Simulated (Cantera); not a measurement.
Charge: 1 mol SiF₄, 4.9 mol N₂, a varied amount of NH₃, held at 650 °C and 13.0 mbar.

Cantera equilibrium calculation (NASA polynomials, part measured and part estimated; ideal gas, pure solids and liquids). Candidate condensed phases: Si, Si₃N₄; 37 gas species. The numbers say what is thermodynamically allowed, not how fast it happens.

### Question
At 2.1 mol NH₃, list the 5 most abundant gas species with their mole fractions, and the condensed phases.

### Answer
N₂ 0.589, H₂ 0.312, SiF₄ 0.0989, HF 0.000281, SiHF₃ 6.03e-5. Condensed: Si₃N₄(s).
